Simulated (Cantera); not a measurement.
A perfectly stirred reactor is fed with C2H6 : N2 = 1 : 35 (molar parts), at 20.0 Torr; it is held at 1800 K, and followed from long to short residence time.

Model: GRI-Mech 3.0 (53 species, 325 reactions), integrated in Cantera. GRI-Mech 3.0 stops at C3 and has no aromatics, soot or wall deposition, so with more carbon than oxygen in the feed, carbon stays in small species such as C2H2 where larger ones or solid carbon would form. Radical loss at walls, strong at low pressure, is not modelled.

Q: Predict: x(C2H6) at τ = 0.870 s; x(C2H) at τ = 0.870 s; x(C2H4) at τ = 0.870 s; x(CH2) at τ = 0.870 s; x(HCN) at τ = 0.870 s; x(C2H6) at τ = 33.0 ms; x(C2H) at τ = 33.0 ms; x(C2H4) at τ = 33.0 ms; x(CH2) at τ = 33.0 ms; x(HCN) at τ = 33.0 ms.

A: 
```
Quantity                   Value
----------------------  --------
x(C2H6) at τ = 0.870 s   5.47e-6
x(C2H) at τ = 0.870 s    2.97e-6
x(C2H4) at τ = 0.870 s   3.34e-5
x(CH2) at τ = 0.870 s    3.80e-6
x(HCN) at τ = 0.870 s   0.000457
x(C2H6) at τ = 33.0 ms  0.000128
x(C2H) at τ = 33.0 ms    3.87e-6
x(C2H4) at τ = 33.0 ms  0.000617
x(CH2) at τ = 33.0 ms    1.77e-5
x(HCN) at τ = 33.0 ms   0.000102
```
